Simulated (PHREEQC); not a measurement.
Consider water at 20 °C with 0.0053 mol/kgw KH2PO4, 0.031 mol/kgw H2SO4 and 1.9e-05 mol/kgw H3AsO4. Closed to the air; pH follows from the charge balance.

All values are PHREEQC results (ion-association model, wateq4f.dat), not measurements.

No solid was allowed to form.

### Question
What pH, ionic strength does the model give?

### Answer
pH 1.48; ionic strength 0.0559 mol/kgw.

### Question
In which forms is S present?

### Answer
HSO4- 61 %, SO4-2 38 %, KSO4- 0.6 % of the S.

H3PO4, which wateq4f.dat lacks, is added to it with the constant of phreeqc.dat.
